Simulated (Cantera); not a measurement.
An isothermal plug-flow reactor at 600 K and 0.200 bar (inlet), inlet velocity 0.69 m/s, active area per volume 4000 1/m; feed H2 : O2 : N2 : H2O = 0.0026 : 0.2 : 0.79 : 0.032 (molar parts), equivalence ratio 0.0065.

Detailed kinetics in Cantera: Deutschmann's 1995 Pt surface mechanism with GRI-Mech 3.0 gas chemistry. Catalytic surfaces can have several steady states; this one follows from the mechanism file's or the stated starting coverage. Mass transfer to the wall is taken as infinitely fast.

Problem. Predict: x(H2) at z = 0.012 m; x(O2) at z = 0.012 m; x(H2O) at z = 0.012 m; θ(free Pt) at the exit; θ(O*) at the exit; θ(OH*) at the exit.

Solution. 
```json
{
 "x(H2) at z = 0.012 m": "1.53e-5",
 "x(O2) at z = 0.012 m": "0.194",
 "x(H2O) at z = 0.012 m": "0.0338",
 "θ(free Pt) at the exit": "0.00138",
 "θ(O*) at the exit": "0.997",
 "θ(OH*) at the exit": "0.00131"
}
```
